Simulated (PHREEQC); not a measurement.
1 kg of water meets 20 L of dry gas (N2 1 by moles) at fixed total pressure, at 50 °C; fugacities by Peng-Robinson. The gases take part in no redox reaction, some water evaporates into the gas, and hydrates or a liquid gas phase aren't modelled. No solid was allowed to form.

All values are PHREEQC results (ion-association model, phreeqc.dat), not measurements.

Predict dissolved N2 (mol/kgw) at P (atm) = 10, 100, 150, 200.


| P (atm) | dissolved N2 (mol/kgw) |
|---|---|
| 10 | 0.00503 |
| 100 | 0.0457 |
| 150 | 0.0651 |
| 200 | 0.0829 |

Away from 25 °C the constants follow the database's enthalpies or fits; those with neither stay at their 25 °C values.
